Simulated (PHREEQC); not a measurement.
Dissolve 0.006 mol/kgw CaCl2 and 0.00048 mol/kgw Na2HPO4 at 20 °C. Closed to the air; pH follows from the charge balance.

All values are PHREEQC results (ion-association model, phreeqc.dat), not measurements.

Each row changes one thing in this solution. This is a speciation only: nothing precipitates in the calculation.

```
case                                            pH  ionic strength (mol/kgw)
--------------------------------------------  ----  ------------------------
as made                                       7.84                    0.0184
temperature from 20 to 50 °C                  7.58                    0.0182
CaCl2 from 0.006 to 0.0006 mol/kgw               ?                   0.00287
CaCl2 replaced by FeCl2 at the same molality     ?                    0.0176
Na2HPO4 left out                              7.06                         ?
CaCl2 from 0.006 to 0.03 mol/kgw              7.61                         ?
```

### Question
Some entries are withheld; supply them.

### Answer

- CaCl2 from 0.006 to 0.0006 mol/kgw, pH: 8.28
- CaCl2 replaced by FeCl2 at the same molality, pH: 7.63
- Na2HPO4 left out, ionic strength (mol/kgw): 0.0180
- CaCl2 from 0.006 to 0.03 mol/kgw, ionic strength (mol/kgw): 0.0901

Some of these states are supersaturated (in Hydroxyapatite, Vivianite, for instance). Away from 25 °C the constants follow the database's enthalpies or fits; those with neither stay at their 25 °C values.
